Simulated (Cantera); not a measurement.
Cantera with NASA thermochemical tables; ideal gases at 1 bar, condensed phases pure. Values are per mole of reaction as written; species without (g) are pure solids or liquids, kept so even where they would boil at 1 bar. TiC: taken at fixed stoichiometry.

### Question
Between 300 and 2698 K, where is each reaction favourable under standard conditions?
- CO2(g) + Ti3O5 → CO(g) + 3 TiO2
- 2 TiO(g) + 2 CO2(g) → 2 TiC + 3 O2(g)

### Answer
- CO2(g) + Ti3O5 → CO(g) + 3 TiO2: ΔG° is -94 kJ at 300 K and -19 kJ at 2698 K; it stays negative (K > 1). ΔH° is -104 kJ and ΔS° -31 J/K at 2698 K.
- 2 TiO(g) + 2 CO2(g) → 2 TiC + 3 O2(g): ΔG° is 379 kJ at 300 K and 849 kJ at 2698 K; it stays positive (K < 1). ΔH° is 381 kJ and ΔS° -173 J/K at 2698 K.
